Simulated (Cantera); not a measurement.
An isothermal, constant-pressure homogeneous reactor starts with C2H4 : H2 = 1 : 47 (molar parts), at 1773 K and 34000 Pa. Integrator tolerance rtol = 1e-08.

Computed with Cantera and GRI-Mech 3.0 (53 species, 325 reactions). GRI-Mech 3.0 was tuned for natural gas; its chemistry of ethylene as a main component is partial and can be far from experiment. GRI-Mech 3.0 stops at C3 and has no aromatics, soot or wall deposition, so with more carbon than oxygen in the feed, carbon stays in small species such as C2H2 where larger ones or solid carbon would form.

| quantity | before | after |
|---|---|---|
| x(C2H4) at 3.00 s | 0.000174 (gas-phase equilibrium 0.000174) | 0.0108 (gas-phase equilibrium 1.10e-5) |
| x(H2) at 3.00 s | 0.977 (gas-phase equilibrium 0.977) | 0.971 (gas-phase equilibrium 0.957) |
| x(CH4) at 3.00 s | 0.00317 (gas-phase equilibrium 0.00318) | 0.0159 (gas-phase equilibrium 0.0425) |
| x(H) at 3.00 s | 0.000486 (gas-phase equilibrium 0.000486) | 2.22e-6 (gas-phase equilibrium 1.21e-7) |
| x(C2H) at 3.00 s | 7.24e-8 (gas-phase equilibrium 7.23e-8) | <1e-12 (gas-phase equilibrium <1e-12) |
| x(CH2) at 3.00 s | 1.74e-8 (gas-phase equilibrium 1.74e-8) | <1e-12 (gas-phase equilibrium <1e-12) |

What was changed between the two runs?
A. temperature 1773 to 1350 K
B. temperature 1773 to 1598 K
C. temperature 1773 to 1675 K
D. temperature 1773 to 1148 K

D, temperature 1773 to 1148 K
